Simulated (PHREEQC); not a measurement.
PHREEQC input (ion-association model, phreeqc.dat):

```
SOLUTION 0
  temp 25
  units mmol/kgw
  pH 7 charge
  Cl 32.17
  Na 31
  Mg 0.58
  O(0) 1 O2(g) -0.68
SOLUTION 1-40
  temp 25
  units mmol/kgw
  pH 7 charge
  Cl 108.88
  Ba 54
  Li 0.87
  O(0) 1 O2(g) -0.68
END
EXCHANGE 1-40
  X 0.014
  -equilibrate 1
END
SELECTED_OUTPUT 1
  -reset false
  -pH true
  -pe true
  -ionic_strength true
  -water true
  -step true
  -totals Ba Cl Li Mg Na
  -molalities LiX NaX MgX2 BaX2
  -saturation_indices Halite
PRINT
  -reset false
TRANSPORT
  -cells 40
  -shifts 120
  -lengths 0.025
  -time_step 3600
  -dispersivities 0.08
  -boundary_conditions flux flux
  -correct_disp true
  -punch_cells 40
  -punch_frequency 4
END
```

Selected output (columns that matter, 16 of 31 rows; pore volumes added in front):

```
pore volumes	pH	mu	Ba	Cl	Li	Mg	Na	m_NaX	m_MgX2	m_BaX2	si_Halite
0	5.0938	0.16288	0.054	0.10888	0.00087	0	0	0	0	0.0069924	-1000
0.2125	5.0938	0.16288	0.054	0.10888	0.00086999	1.7229e-09	1.8792e-07	3.969e-09	1.0927e-10	0.0069924	-9.5155
0.4125	5.0935	0.16106	0.053268	0.10779	0.00085841	4.6722e-06	0.0003748	7.9677e-06	3.0021e-07	0.0069881	-6.2192
0.6125	5.0913	0.14542	0.04692	0.098448	0.0007567	4.7988e-05	0.0037457	8.4593e-05	3.48e-06	0.0069471	-5.2513
0.8125	5.0865	0.11624	0.035043	0.08107	0.00056433	0.00012229	0.010165	0.00026378	1.1709e-05	0.0068503	-4.8855
1.0125	5.0803	0.087201	0.023231	0.063792	0.00037054	0.00017686	0.016595	0.0005234	2.5014e-05	0.0067084	-4.7559
1.2125	5.0743	0.065602	0.014472	0.050937	0.0002245	0.00019324	0.021371	0.00084269	4.2719e-05	0.0065323	-4.724
1.4125	5.0693	0.051786	0.008891	0.042712	0.00012966	0.0001828	0.024425	0.0012095	6.3731e-05	0.0063289	-4.7267
1.6125	5.0658	0.043653	0.0056061	0.037884	7.2913e-05	0.00016261	0.026264	0.0016089	8.676e-05	0.006107	-4.7364
1.8125	5.0636	0.039071	0.003733	0.035195	4.0447e-05	0.00014368	0.027391	0.0020175	0.00011083	0.0058792	-4.7433
2.0125	5.0622	0.036533	0.0026573	0.033745	2.2302e-05	0.00013008	0.028138	0.00241	0.00013567	0.0056586	-4.7459
2.2125	5.0614	0.03512	0.0020166	0.032981	1.2271e-05	0.00012202	0.028682	0.0027684	0.00016162	0.0054537	-4.7452
2.4125	5.061	0.034317	0.0016143	0.032585	6.7481e-06	0.00011842	0.029102	0.0030855	0.00018926	0.0052677	-4.7427
2.6125	5.0607	0.033846	0.0013471	0.032381	3.7114e-06	0.00011816	0.029436	0.0033616	0.0002191	0.0050999	-4.7397
2.8125	5.0605	0.033557	0.00116	0.032277	2.0419e-06	0.0001204	0.029704	0.0036006	0.00025152	0.0049481	-4.7367
3.0125	5.0604	0.033371	0.0010229	0.032224	1.1239e-06	0.00012454	0.029918	0.0038074	0.00028678	0.0048095	-4.7339
```
